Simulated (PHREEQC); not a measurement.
Solution (25 °C): 0.053 mmol/kgw CaSO4 and 4.8 mmol/kgw Na2HPO4. Closed to the air; pH follows from the charge balance.

The numbers come from PHREEQC with the ion-association model, phreeqc.dat.

The ionic strength comes out as 0.0143 mol/kgw. What activity coefficients do CaPO4-, SO4-2, OH-, Na+, NaHPO4- get?

CaPO4- 0.89, SO4-2 0.63, OH- 0.88, Na+ 0.89, NaHPO4- 0.89.

No solid was allowed to form. Examples of supersaturated solids here: Hydroxyapatite. Others may be too.
